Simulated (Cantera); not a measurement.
An adiabatic, constant-volume homogeneous reactor starts with CH4 : C2H6 : O2 : N2 = 1 : 0.12 : 1.27 : 4.79 (molar parts), equivalence ratio 1.9, at 1250 K and 900 Torr. Integrator tolerance rtol = 1e-08.

Detailed kinetics in Cantera: GRI-Mech 3.0 (53 species, 325 reactions).

What does this change do: 0.018 parts H2 added?


```json
[
 {"quantity": "time of steepest temperature rise", "before": "2.77 ms", "after": "2.54 ms"},
 {"quantity": "temperature at 2.00 s", "before": "2662 K", "after": "2659 K"},
 {"quantity": "equilibrium temperature", "before": "2662 K", "after": "2659 K"},
 {"quantity": "x(CH4) at 2.00 s", "before": "4.16e-11 (gas-phase equilibrium 4.69e-11)", "after": "4.33e-11 (gas-phase equilibrium 4.88e-11)"},
 {"quantity": "x(C2H6) at 2.00 s", "before": "<1e-12 (gas-phase equilibrium <1e-12)", "after": "<1e-12 (gas-phase equilibrium <1e-12)"},
 {"quantity": "x(O2) at 2.00 s", "before": "4.63e-5 (gas-phase equilibrium 4.63e-5)", "after": "4.44e-5 (gas-phase equilibrium 4.44e-5)"},
 {"quantity": "x(C2H) at 2.00 s", "before": "<1e-12 (gas-phase equilibrium <1e-12)", "after": "<1e-12 (gas-phase equilibrium <1e-12)"},
 {"quantity": "x(H2O) at 2.00 s", "before": "0.132 (gas-phase equilibrium 0.132)", "after": "0.132 (gas-phase equilibrium 0.132)"},
 {"quantity": "x(CO) at 2.00 s", "before": "0.128 (gas-phase equilibrium 0.128)", "after": "0.128 (gas-phase equilibrium 0.128)"},
 {"quantity": "x(OH) at 2.00 s", "before": "0.00248 (gas-phase equilibrium 0.00248)", "after": "0.00244 (gas-phase equilibrium 0.00244)"}
]
```

What does this change do: pressure from 900 Torr to 750 Torr?


| quantity | before | after |
|---|---|---|
| time of steepest temperature rise | 2.77 ms | 3.17 ms |
| temperature at 2.00 s | 2662 K | 2655 K |
| equilibrium temperature | 2662 K | 2655 K |
| x(CH4) at 2.00 s | 4.16e-11 (gas-phase equilibrium 4.69e-11) | 2.94e-11 (gas-phase equilibrium 3.31e-11) |
| x(C2H6) at 2.00 s | <1e-12 (gas-phase equilibrium <1e-12) | <1e-12 (gas-phase equilibrium <1e-12) |
| x(O2) at 2.00 s | 4.63e-5 (gas-phase equilibrium 4.63e-5) | 5.24e-5 (gas-phase equilibrium 5.24e-5) |
| x(C2H) at 2.00 s | <1e-12 (gas-phase equilibrium <1e-12) | <1e-12 (gas-phase equilibrium <1e-12) |
| x(H2O) at 2.00 s | 0.132 (gas-phase equilibrium 0.132) | 0.132 (gas-phase equilibrium 0.132) |
| x(CO) at 2.00 s | 0.128 (gas-phase equilibrium 0.128) | 0.128 (gas-phase equilibrium 0.128) |
| x(OH) at 2.00 s | 0.00248 (gas-phase equilibrium 0.00248) | 0.00263 (gas-phase equilibrium 0.00263) |
